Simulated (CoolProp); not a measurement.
Saturated liquid density (kg/m³) of octamethyltrisiloxane (MDM): the reference equation beside estimates from Tc = 565.4 K, pc = 14.38 bar, ω = 0.528.

Model: reference Helmholtz-energy equation of state, Thol 2017, in CoolProp.

```json
[
 {"T (K)": "405.5", "reference": "699.7", "van der Waals": "406.6", "Peng-Robinson": "722.1"},
 {"T (K)": "416.1", "reference": "687.0", "van der Waals": "399.5", "Peng-Robinson": "708.9"},
 {"T (K)": "426.7", "reference": "673.8", "van der Waals": "392.1", "Peng-Robinson": "694.9"},
 {"T (K)": "437.4", "reference": "660.1", "van der Waals": "384.3", "Peng-Robinson": "679.7"},
 {"T (K)": "448", "reference": "645.9", "van der Waals": "376.2", "Peng-Robinson": "663.6"},
 {"T (K)": "458.7", "reference": "631.0", "van der Waals": "367.6", "Peng-Robinson": "646.0"},
 {"T (K)": "469.3", "reference": "615.4", "van der Waals": "358.7", "Peng-Robinson": "627.1"},
 {"T (K)": "479.9", "reference": "599.0", "van der Waals": "349.2", "Peng-Robinson": "606.6"},
 {"T (K)": "490.6", "reference": "581.3", "van der Waals": "339.0", "Peng-Robinson": "583.9"},
 {"T (K)": "501.2", "reference": "562.4", "van der Waals": "328.1", "Peng-Robinson": "559.2"},
 {"T (K)": "511.9", "reference": "541.5", "van der Waals": "316.1", "Peng-Robinson": "531.3"},
 {"T (K)": "522.5", "reference": "518.4", "van der Waals": "303.0", "Peng-Robinson": "500.1"},
 {"T (K)": "533.1", "reference": "491.7", "van der Waals": "288.2", "Peng-Robinson": "464.2"},
 {"T (K)": "543.8", "reference": "458.7", "van der Waals": "270.5", "Peng-Robinson": "420.7"},
 {"T (K)": "554.4", "reference": "413.4", "van der Waals": "247.8", "Peng-Robinson": "365.0"}
]
```

Absolute difference from the reference over all 15 rows, mean and median: van der Waals 41.5 and 41.7 %, Peng-Robinson 3.5 and 3.0 %.
